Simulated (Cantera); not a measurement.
Input: 1 mol Si₂Cl₆, 0.51 mol Cl₂, 9.8 mol H₂, held at 0.00250 bar.

These are equilibrium values from Cantera (NASA tables, ideal gas, pure condensed phases), not measurements of a reactor. Candidate condensed phases: Si; 19 gas species. The feed counts by its element totals alone. The numbers say what is thermodynamically allowed, not how fast it happens.

### Question
Which condensed phases are stable at each of these points (T (K)): 850, 925, 1000, 1075, 1150, 1225, 1300, 1375, 1450, 1525, 1600, 1675?

### Answer
| T (K) | condensed phases | Si condensed (%) |
|---|---|---|
| 850 | Si(s) | 11.5 |
| 925 | Si(s) | 13.2 |
| 1000 | Si(s) | 15.3 |
| 1075 | Si(s) | 16.2 |
| 1150 | Si(s) | 12.9 |
| 1225 | Si(s) | 4.8 |
| 1300 | gas only | 0.0 |
| 1375 | gas only | 0.0 |
| 1450 | gas only | 0.0 |
| 1525 | gas only | 0.0 |
| 1600 | gas only | 0.0 |
| 1675 | gas only | 0.0 |

From 850 K to 1225 K the condensed part is Si(s). From 1300 K to 1675 K nothing is condensed.
